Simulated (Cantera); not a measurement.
# Ignition delay

Mixture: CH4 : O2 : N2 = 1 : 4.55 : 21.4 (molar parts), at 6.22 atm, adiabatic and at constant pressure. Ignition delay is the time to a rise of 400 K.

Cantera simulation using GRI-Mech 3.0 (53 species, 325 reactions); the numbers are that mechanism's predictions, not measurements.

```json
[
 {"T0 (K)": "1298", "delay (ms)": "2.00"},
 {"T0 (K)": "1398", "delay (ms)": "0.673"},
 {"T0 (K)": "1498", "delay (ms)": "0.253"},
 {"T0 (K)": "1598", "delay (ms)": "0.106"},
 {"T0 (K)": "1698", "delay (ms)": "0.0495"},
 {"T0 (K)": "1798", "delay (ms)": "0.0257"},
 {"T0 (K)": "1898", "delay (ms)": "0.0149"}
]
```

| Item | Result |
|---|---|
| apparent activation energy between 1698 and 1898 K | 160 kJ/mol |
